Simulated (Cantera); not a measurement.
Thermodynamics of hydrogen reduction and annealing atmospheres, feed Ta₂O₅ + H₂

Feed: 1 mol Ta₂O₅, 1700 mol H₂, held at 1.88 Torr.

These are equilibrium values from Cantera (NASA tables, ideal gas, pure condensed phases), not measurements of a reactor. Candidate condensed phases: H₂O, Ta, Ta₂O₅; 12 gas species. Mutual solubility and eutectic melting of coexisting phases are not modelled. Condensed phases not in the tables: N, O or C dissolved in the metal. The numbers say what is thermodynamically allowed, not how fast it happens.

| T (°C) | log p H₂ | log p H | log p H₂O | log p TaO₂ | log p TaO | log p OH | log p O | n Ta₂O₅(s) | n Ta(s) |
|---|---|---|---|---|---|---|---|---|---|
| 575 | -2.60 | -12.02 | -10.80 | <-14 | <-14 | <-14 | <-14 | 1.000 | 0 |
| 725 | -2.60 | -9.97 | -9.33 | <-14 | <-14 | <-14 | <-14 | 1.000 | 0 |
| 875 | -2.60 | -8.45 | -8.26 | <-14 | <-14 | <-14 | <-14 | 0.999 | 0.00149 |
| 1025 | -2.60 | -7.27 | -7.45 | -14.30 | <-14 | -14.01 | <-14 | 0.995 | 0.00960 |
| 1175 | -2.60 | -6.34 | -6.82 | -11.82 | -12.48 | -12.18 | <-14 | 0.979 | 0.0414 |
| 1325 | -2.60 | -5.58 | -6.31 | -9.82 | -10.50 | -10.69 | -13.74 | 0.933 | 0.134 |
| 1475 | -2.60 | -4.94 | -5.89 | -8.17 | -8.87 | -9.47 | -11.91 | 0.824 | 0.347 |
| 1625 | -2.61 | -4.41 | -5.55 | -6.79 | -7.51 | -8.44 | -10.37 | 0.566 | 0.736 |
| 1775 | -2.62 | -3.96 | -5.39 | -5.86 | -6.46 | -7.69 | -9.17 | 0 | 0.805 |
log p: log10 of the partial pressure in bar; n: condensed amount in mol.

From 575 °C to 725 °C the condensed part is Ta₂O₅(s). From 875 °C to 1625 °C the condensed part is Ta(s) + Ta₂O₅(s). At 1775 °C the condensed part is Ta(s).
